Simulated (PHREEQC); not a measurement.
PHREEQC input (ion-association model, wateq4f.dat):

```
SOLUTION_MASTER_SPECIES
  An  An-  0  An  62.0  # stands for a non-complexing anion
SOLUTION_SPECIES
  An- = An-
    -log_k 0
    -gamma 3.0 0
PHASES
  Fix_H+
    H+ = H+
    -log_k 0
SOLUTION 1
  temp 25
  units mmol/kgw
  pH 7 charge
  As(3) 5.1e-05
  Na 300
  An 300
END
SELECTED_OUTPUT 1
  -reset false
  -pH true
  -pe true
  -ionic_strength true
  -water true
  -totals As Na As(3) As(5)
  -molalities Hfo_wOH Hfo_wOH2+ Hfo_wO- Hfo_sOH Hfo_sOH2+ Hfo_sO- Hfo_wH2AsO3
  -saturation_indices Arsenolite
USER_PUNCH 1
  -headings sigma psi
  10 PUNCH EDL("sigma", "Hfo"), EDL("psi", "Hfo")
PRINT
  -reset false
USE solution 1
SURFACE 1
  Hfo_wOH 4.94382e-05 600 0.022
  Hfo_sOH 1.23596e-06
EQUILIBRIUM_PHASES 1
  Fix_H+ -4 HAn 10
    -force_equality true
END
# ... the last block is repeated for the other 16 points of pH, with NaOH or the acid as the point needs
```

Selected output (columns that matter, 17 of 17 rows; pH added in front):

```
pH	mu	As	Na	m_Hfo_wOH	m_Hfo_wOH2+	m_Hfo_wO-	m_Hfo_sOH	m_Hfo_sOH2+	m_Hfo_sO-	m_Hfo_wH2AsO3	si_Arsenolite	sigma	psi
4	0.30015	2.8401e-08	0.3	2.8596e-06	4.6552e-05	4.0241e-09	7.1523e-08	1.1643e-06	1.0065e-10	2.2598e-08	-13.64	0.34878	0.12295
4.38	0.30008	1.975e-08	0.3	5.6867e-06	4.3703e-05	1.6951e-08	1.4226e-07	1.0933e-06	4.2405e-10	3.125e-08	-13.956	0.32734	0.11975
4.75	0.30004	1.3627e-08	0.3	9.8562e-06	3.9488e-05	5.6357e-08	2.4659e-07	9.8796e-07	1.41e-09	3.7372e-08	-14.278	0.29546	0.1146
5.12	0.30003	9.836e-09	0.3	1.5042e-05	3.4204e-05	1.5154e-07	3.7636e-07	8.5581e-07	3.7916e-09	4.1163e-08	-14.561	0.25515	0.10726
5.5	0.30002	7.5637e-09	0.3	2.0644e-05	2.8407e-05	3.4369e-07	5.1656e-07	7.108e-07	8.5998e-09	4.3435e-08	-14.79	0.21028	0.097688
5.88	0.30001	6.2394e-09	0.3	2.58e-05	2.2929e-05	6.6506e-07	6.4558e-07	5.7373e-07	1.6642e-08	4.4759e-08	-14.957	0.16682	0.086441
6.25	0.30001	5.4683e-09	0.3	2.9976e-05	1.8291e-05	1.1254e-06	7.501e-07	4.577e-07	2.8162e-08	4.5529e-08	-15.072	0.12862	0.074214
6.62	0.30001	5.0034e-09	0.3	3.3177e-05	1.4473e-05	1.7422e-06	8.302e-07	3.6217e-07	4.3596e-08	4.5992e-08	-15.152	0.095394	0.060947
7	0.30001	4.7337e-09	0.3	3.5483e-05	1.1373e-05	2.536e-06	8.879e-07	2.846e-07	6.3459e-08	4.626e-08	-15.205	0.066218	0.046386
7.38	0.3	4.6236e-09	0.3	3.6934e-05	8.9773e-06	3.4809e-06	9.2421e-07	2.2464e-07	8.7105e-08	4.6367e-08	-15.238	0.041185	0.031014
7.75	0.3	4.6732e-09	0.3	3.7687e-05	7.1614e-06	4.5435e-06	9.4306e-07	1.792e-07	1.1369e-07	4.6314e-08	-15.257	0.019616	0.015451
8.12	0.3	4.9573e-09	0.3	3.7915e-05	5.7028e-06	5.7747e-06	9.4875e-07	1.427e-07	1.445e-07	4.6024e-08	-15.267	-0.0005387	-0.00043075
8.5	0.30001	5.7317e-09	0.30001	3.7648e-05	4.4518e-06	7.2935e-06	9.4206e-07	1.114e-07	1.8251e-07	4.5242e-08	-15.276	-0.021293	-0.016729
8.88	0.30001	7.5621e-09	0.30002	3.6818e-05	3.3749e-06	9.2016e-06	9.2127e-07	8.4447e-08	2.3024e-07	4.3402e-08	-15.293	-0.043661	-0.032666
9.25	0.30003	1.1421e-08	0.30004	3.5339e-05	2.4682e-06	1.1591e-05	8.8419e-07	6.1754e-08	2.9002e-07	3.9529e-08	-15.338	-0.068362	-0.047568
9.62	0.30007	1.8668e-08	0.30007	3.3039e-05	1.7056e-06	1.4661e-05	8.2651e-07	4.2668e-08	3.6678e-07	3.2268e-08	-15.456	-0.097079	-0.061691
10	0.30016	2.9495e-08	0.30016	2.969e-05	1.0831e-06	1.8644e-05	7.4257e-07	2.709e-08	4.663e-07	2.1431e-08	-15.719	-0.13158	-0.075251
```

Complexes and solids missing from the database can't appear.
